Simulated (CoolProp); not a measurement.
R11 along the isotherm 494.8 K: Z from the reference equation and from simpler models built on Tc = 471.1 K, pc = 4408 kPa, ω = 0.189; each cubic takes its own stable root.

Model: reference Helmholtz-energy equation of state, Jacobsen 1992, in CoolProp.

```csv
p (kPa),phase,reference,van der Waals,Redlich-Kwong,Soave-Redlich-Kwong
472,gas,0.9688,0.9711,0.9677,0.9683
944,gas,0.9361,0.9408,0.9342,0.9355
1420,gas,0.9012,0.9084,0.8988,0.9009
1890,gas,0.8648,0.8744,0.8621,0.8651
2360,gas,0.8259,0.8379,0.8233,0.8273
2830,gas,0.7842,0.7982,0.7818,0.7872
3310,gas,0.7378,0.7534,0.7360,0.7432
3780,gas,0.6877,0.7035,0.6867,0.6962
4250,gas,0.6315,0.6444,0.6312,0.6441
4720,supercritical,0.5666,0.5687,0.5662,0.5848
5190,supercritical,0.4896,0.4565,0.4867,0.5157
5670,supercritical,0.4009,0.3801,0.3999,0.4389
6140,supercritical,0.3405,0.3719,0.3595,0.3882
6610,supercritical,0.3181,0.3775,0.3495,0.3697
```
